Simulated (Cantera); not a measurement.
What does this Cantera script print?

```python
import numpy as np
import cantera as ct

gas = ct.Solution("gri30.yaml")
gas.TPX = 1300, 13332, {'N2O': 1, 'N2': 6.1}
reactor = ct.IdealGasConstPressureReactor(gas, energy="off", clone=False)
net = ct.ReactorNet([reactor])
net.rtol, net.atol = 1e-08, 1e-18
show = ['N2O', 'NO2', 'O', 'NO', 'O2', 'N2']
times = np.geomspace(2e-05, 30, 13)

steps = ct.SolutionArray(gas, extra=["t"])
rows = []
print(f"{'t/s':>10s}{'T/K':>9s}{'P/Pa':>11s}" + "".join(f"{s:>11s}" for s in show))
for t in times:
    while net.time < t:
        t_next = net.step()
        steps.append(gas.state, t=t_next)
    rows.append([np.interp(t, steps.t, y) for y in (steps.T, steps.P, *steps(*show).X.T)])
    print(f"{t:10.3e}{rows[-1][0]:9.1f}{rows[-1][1]:11.4g}" + "".join(f"{x:11.3e}" for x in rows[-1][2:]))
rate = np.gradient(steps.T, steps.t)
print("integrator steps:", len(steps.t))
if steps.T.max() > steps.T[0] + 200:
    print(f"time of steepest temperature rise: {steps.t[rate.argmax()]:.4e} s")
gas.TPX = 1300, 13332, {'N2O': 1, 'N2': 6.1}
gas.equilibrate("TP")
print(f"equilibrium (TP): T = {gas.T:.1f} K  " + "  ".join(f"{s} {gas[s].X[0]:.3e}" for s in show))
```

It prints:

```
       t/s      T/K       P/Pa        N2O        NO2          O         NO         O2         N2
 2.000e-05   1300.0  1.333e+04  1.408e-01  1.768e-16  6.324e-07  8.312e-09  2.382e-08  8.592e-01
 6.542e-05   1300.0  1.333e+04  1.408e-01  1.770e-14  1.880e-06  8.333e-08  2.388e-07  8.592e-01
 2.140e-04   1300.0  1.333e+04  1.408e-01  1.365e-12  4.597e-06  7.333e-07  2.101e-06  8.592e-01
 6.999e-04   1300.0  1.333e+04  1.408e-01  5.613e-11  7.228e-06  4.718e-06  1.352e-05  8.592e-01
 2.289e-03   1300.0  1.333e+04  1.407e-01  1.008e-09  7.589e-06  2.019e-05  5.786e-05  8.592e-01
 7.489e-03   1300.0  1.333e+04  1.403e-01  1.168e-08  7.589e-06  7.106e-05  2.036e-04  8.594e-01
 2.449e-02   1300.0  1.333e+04  1.391e-01  1.058e-07  7.586e-06  2.364e-04  6.776e-04  8.599e-01
 8.012e-02   1300.0  1.333e+04  1.353e-01  6.654e-07  7.574e-06  7.659e-04  2.197e-03  8.617e-01
 2.621e-01   1300.0  1.333e+04  1.236e-01  2.681e-06  7.531e-06  2.387e-03  6.860e-03  8.672e-01
 8.572e-01   1300.0  1.333e+04  9.235e-02  8.092e-06  7.368e-06  6.678e-03  1.930e-02  8.817e-01
 2.804e+00   1300.0  1.333e+04  3.740e-02  1.751e-05  6.560e-06  1.401e-02  4.129e-02  9.073e-01
 9.172e+00   1300.0  1.333e+04  3.438e-03  2.317e-05  2.423e-06  1.783e-02  5.524e-02  9.235e-01
 3.000e+01   1300.0  1.333e+04  1.797e-05  3.550e-05  1.309e-07  1.794e-02  5.678e-02  9.252e-01
integrator steps: 1079
equilibrium (TP): T = 1300.0 K  N2O 6.386e-09  NO2 5.349e-07  O 1.250e-07  NO 2.423e-04  O2 6.567e-02  N2 9.341e-01
```

Computed with Cantera and GRI-Mech 3.0 (53 species, 325 reactions). GRI-Mech 3.0 was tuned for natural gas; its chemistry of N2O as a main component is partial and can be far from experiment. The mechanism lacks the step 2 NO + O2 → 2 NO2, which can matter for NO2 below about 1400 K. The temperature is held fixed by assumption; the heat of reaction is taken as removed at once.
